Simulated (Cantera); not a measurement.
## Stirred combustor or abatement burner

A perfectly stirred reactor is fed with 5.21 % CH4, 3.07 % C2H6, 14.1 % O2, 77.6 % N2, equivalence ratio 1.5, at 760 Torr; it is adiabatic with a 525 K inlet, and is followed from long to short residence time, starting on the burning branch (τ in s: 0.11, 0.038, 0.013, 0.0046, 0.0016, 0.00057, 0.0002, 7.1e-05, 2.5e-05, 8.8e-06, 3.1e-06).

Model: GRI-Mech 3.0 (53 species, 325 reactions), integrated in Cantera.

| τ (s) | T (K) | x CH4 | x C2H6 | x O2 | x CO | x H2O |
|---|---|---|---|---|---|---|
| 0.11 | 1799 | 0.00234 | 6.77e-6 | 0.000524 | 0.0608 | 0.125 |
| 0.038 | 1793 | 0.00255 | 1.56e-5 | 0.00104 | 0.0599 | 0.126 |
| 0.013 | 1780 | 0.00274 | 3.53e-5 | 0.00206 | 0.0600 | 0.126 |
| 0.0046 | 1753 | 0.00321 | 8.28e-5 | 0.00419 | 0.0612 | 0.126 |
| 0.0016 | 1661 | 0.00558 | 0.000331 | 0.0124 | 0.0640 | 0.121 |
| 0.00057 | 525 | 0.0521 | 0.0307 | 0.141 | <1e-12 | <1e-12 |
| 0.00020 | 525 | 0.0521 | 0.0307 | 0.141 | <1e-12 | <1e-12 |
| 7.1e-5 | 525 | 0.0521 | 0.0307 | 0.141 | <1e-12 | <1e-12 |
| 2.5e-5 | 525 | 0.0521 | 0.0307 | 0.141 | <1e-12 | <1e-12 |
| 8.8e-6 | 525 | 0.0521 | 0.0307 | 0.141 | <1e-12 | <1e-12 |
| 3.1e-6 | 525 | 0.0521 | 0.0307 | 0.141 | <1e-12 | <1e-12 |
x: mole fraction; the columns are a selection and need not sum to one.
